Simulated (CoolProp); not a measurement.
Vapour-liquid equilibrium of dimethyl ether (1) + R236EA (2) at 283.1 K; x and y are mole fractions of (1).

The numbers come from the multi-fluid Helmholtz-energy mixture model, Wu 2011 and Rui 2013; pair parameters Bell 2016 in CoolProp.

```json
[
 {"x": "0.05", "bubble pressure, mixture model (kPa)": "119.2", "bubble pressure, Raoult's law (kPa)": "130.6", "y, mixture model": "0.061", "y, Raoult's law": "0.143"},
 {"x": "0.2", "bubble pressure, mixture model (kPa)": "?", "bubble pressure, Raoult's law (kPa)": "168.9", "y, mixture model": "0.266", "y, Raoult's law": "0.441"},
 {"x": "0.35", "bubble pressure, mixture model (kPa)": "141.5", "bubble pressure, Raoult's law (kPa)": "207.1", "y, mixture model": "?", "y, Raoult's law": "0.630"},
 {"x": "0.5", "bubble pressure, mixture model (kPa)": "?", "bubble pressure, Raoult's law (kPa)": "245.3", "y, mixture model": "0.720", "y, Raoult's law": "0.760"},
 {"x": "0.65", "bubble pressure, mixture model (kPa)": "?", "bubble pressure, Raoult's law (kPa)": "283.5", "y, mixture model": "?", "y, Raoult's law": "0.854"},
 {"x": "0.8", "bubble pressure, mixture model (kPa)": "284.7", "bubble pressure, Raoult's law (kPa)": "321.8", "y, mixture model": "?", "y, Raoult's law": "0.927"},
 {"x": "0.95", "bubble pressure, mixture model (kPa)": "?", "bubble pressure, Raoult's law (kPa)": "360.0", "y, mixture model": "0.994", "y, Raoult's law": "0.984"}
]
```

### Question
What belongs in the gaps?

### Answer

- 0.2, bubble pressure, mixture model (kPa): 126.2
- 0.35, y, mixture model: 0.500
- 0.5, bubble pressure, mixture model (kPa): 171.3
- 0.65, bubble pressure, mixture model (kPa): 219.9
- 0.65, y, mixture model: 0.876
- 0.8, y, mixture model: 0.959
- 0.95, bubble pressure, mixture model (kPa): 352.8

The largest gap from Raoult's law is -31.7 % in bubble pressure, at x = 0.35. No azeotrope shows between x = 0.05 and 0.95.

Pair parameters are fitted to limited data, so mixtures are less certain than the pure fluids.
